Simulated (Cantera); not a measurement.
Cantera run:

```python
import numpy as np
import cantera as ct

gas_names = [...]  # 114 gases of nasa_gas.yaml made of C, Fe, H, O
cond_names = """
    C(gr) C6H6(L) C7H8(L) C8H18(L),n-octa Fe(a) Fe(c) Fe(d) Fe(L) FeC5O5(L) FeO(s) FeO(L) Fe(OH)2(s)
    Fe(OH)3(s) Fe2O3(s) Fe3O4(s) H2O(s) H2O(L)
""".split()


# ... load() reads the species with a 1 bar reference pressure and builds the phases ...
atoms = {
    'Fe(CO)5': {'Fe': 1, 'C': 5, 'O': 5},
    'CO': {'C': 1, 'O': 1},
    'H2': {'H': 2},
}
top_T = {'C(gr)': 4500, 'Fe2O3(s)': 1830, 'Fe3O4(s)': 1870}  # K; cautious upper limits of use, not melting points


# ... equilibrate(T, P, feed) seeds the gas with the atoms and calls Mixture.equilibrate('TP', solver="vcs", rtol=1e-11, max_steps=5000) ...
results = []
feed = {'Fe(CO)5': 1, 'CO': 0.31, 'H2': 21}  # mol
T = 1425  # K
P = 1100  # Pa
mix = equilibrate(T, P, feed)
results.append((T, P, feed, dict(zip(mix.species_names, mix.species_moles))))
x = sorted(zip(gas.X, gas.species_names), reverse=True)
print(f"T = {T:g} K  P = {P:g} Pa  gas = {mix.phase_moles(0):.4g} mol")
print("   x: " + "  ".join(f"{s} {v:.3e}" for v, s in x if v > 1e-06))
print("   condensed (mol): " + ("  ".join(f"{mix.phase(i).name} {mix.phase_moles(i):.4g}"
      for i in range(1, mix.n_phases) if mix.phase_moles(i) > 1e-12) or "none"))
```

Result:

```
T = 1425 K  P = 1100 Pa  gas = 26.31 mol
   x: H2 7.981e-01  CO 2.018e-01  H 5.811e-05  CH4 1.199e-05  H2O 1.185e-05  Fe 2.540e-06  CO2 1.318e-06
   condensed (mol): Fe(c) 0.9999
```

Method: chemical equilibrium by Gibbs-energy minimisation in Cantera with the NASA 1993 tables (ideal gas, pure condensed phases).
